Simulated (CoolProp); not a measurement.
R507A at 293.15 K and 5.17 MPa flows at 0.86 m/s in a round tube of 10 mm bore and 15 µm roughness, fully developed (64/Re and Nu = 3.66 if laminar; Colebrook and Gnielinski if turbulent). Each further row changes one setting.

The numbers come from the reference Helmholtz-energy equation of state, Lemmon 2003 in CoolProp. It is a pseudo-pure fit of the blend.

```
case               Reynolds number  Darcy friction factor  pressure drop (Pa/m)  heat-transfer coefficient (W/(m² K))  mass flow (kg/h)
-----------------  ---------------  ---------------------  --------------------  ------------------------------------  ----------------
as stated                        …                 0.0248                  1010                                  2300                 …
velocity 1.72 m/s           124000                 0.0234                  3830                                     …               539
diameter 20 mm              124000                 0.0208                     …                                  2020                 …
```

Task: Fill in the missing entries.

Result: 
- as stated, Reynolds number: 61800
- as stated, mass flow (kg/h): 269
- velocity 1.72 m/s, heat-transfer coefficient (W/(m² K)): 4440
- diameter 20 mm, pressure drop (Pa/m): 427
- diameter 20 mm, mass flow (kg/h): 1080

Viscosity comes from a separate model (Geller 2000). Thermal conductivity comes from a separate model (Geller 2001).
